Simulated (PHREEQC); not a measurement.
Consider water at 25 °C with 0.0097 mol HBr, 0.22 mol AlCl3 and 0.012 mol KCl per kg of water. Closed to the air; pH follows from the charge balance.

Computed with PHREEQC (ion-association model, phreeqc.dat).

Question: The ionic strength comes out as 1.34 mol/kgw. What activity coefficients do H+, Br-, AlOH+2, Al+3, Cl- get?

Answer: H+ 0.73, Br- 0.53, AlOH+2 0.17, Al+3 0.063, Cl- 0.60.

Precipitation was switched off in this run. Ionic strength above about 0.7 mol/kgw puts this run outside the model's range.
